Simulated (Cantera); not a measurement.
A freely propagating, adiabatic, planar premixed flame of 24.9 % H2, 15.8 % O2, 59.3 % N2, equivalence ratio 0.79, unburnt at 675 K and 1.80 bar; mixture-averaged transport, grid criteria slope 0.08 and curve 0.16, no radiation.

Computed with Cantera and the H2/O2 subset of GRI-Mech 3.0, which has no nitrogen chemistry. Burning velocities carry a grid error of a few per cent, more on coarse grids.

x: mole fraction of selected species; z is measured from the peak of heat release.

```csv
z (mm),T (K),u (m/s),x H2,x O2,x OH,x H2O,x H2O2,x HO2
-0.671,675,7.79,0.249,0.158,<1e-8,<1e-8,<1e-8,<1e-8
-0.447,675,7.79,0.249,0.158,<1e-8,<1e-8,<1e-8,<1e-8
-0.335,675,7.79,0.249,0.158,<1e-8,<1e-8,<1e-8,1.10e-8
-0.224,675,7.79,0.249,0.158,<1e-8,…,<1e-8,…
-0.112,693,7.94,0.243,0.158,5.48e-5,0.000935,4.65e-6,0.000298
-0.0559,887,9.91,0.208,0.154,0.000882,0.0200,1.97e-5,0.000302
0,1298,14.1,0.118,0.117,0.00438,0.0999,1.02e-5,0.000153
0.0559,1609,17.2,0.0485,0.0685,0.0114,0.183,4.16e-6,7.69e-5
0.112,1770,18.8,0.0310,0.0525,0.0153,0.210,2.31e-6,4.96e-5
0.224,1936,20.4,0.0257,0.0466,0.0178,0.224,1.24e-6,3.30e-5
0.447,2094,21.8,0.0208,0.0431,0.0183,0.237,7.54e-7,2.09e-5
0.894,2228,22.9,…,0.0404,0.0170,0.251,…,…
1.79,2329,23.8,0.00922,0.0386,0.0143,0.262,4.15e-7,8.00e-6
```

### Question
Complete the blanks.

### Answer

- -0.224, x H2O: 5.29e-7
- -0.224, x HO2: 1.16e-6
- 0.894, x H2: 0.0149
- 0.894, x H2O2: 5.26e-7
- 0.894, x HO2: 1.26e-5
